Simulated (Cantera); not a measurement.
**Equilibrium for iron carbonyl, mercury and lead vapours: PbO + H2**

A closed system holds: 1 mol PbO, a varied amount of H2, equilibrated at 848.15 K and 2330 Torr.

Method: chemical equilibrium by Gibbs-energy minimisation in Cantera with the NASA 1993 tables (ideal gas, pure condensed phases). Candidate condensed phases: H2O, Pb, PbO, PbO2, Pb3O4; 12 gas species. Equilibrium is a limit: real reactors are often held back by kinetics, nucleation or transport.

```
n(H2) (mol)  x H2O     x H2     x Pb  n Pb(l)  n PbO(yellow)
-----------  -----  -------  -------  -------  -------------
0.16         1.000  7.95e-5  9.70e-8    0.160          0.840
0.26         1.000  7.95e-5  9.70e-8    0.260          0.740
0.41         1.000  7.95e-5  9.70e-8    0.410          0.590
0.66         1.000  7.95e-5  9.70e-8    0.660          0.340
1.1          0.909   0.0909  9.70e-8     1.00              0
1.7          0.588    0.412  9.70e-8     1.00              0
2.7          0.370    0.630  9.70e-8     1.00              0
4.4          0.227    0.773  9.70e-8     1.00              0
7            0.143    0.857  9.70e-8    1.000              0
```
x: gas mole fraction; n: condensed amount in mol.

From 0.16 mol H2 to 0.66 mol H2 the condensed part is Pb(l) + PbO(yellow). From 1.1 mol H2 to 7 mol H2 the condensed part is Pb(l). The main Pb-bearing gas is Pb throughout.
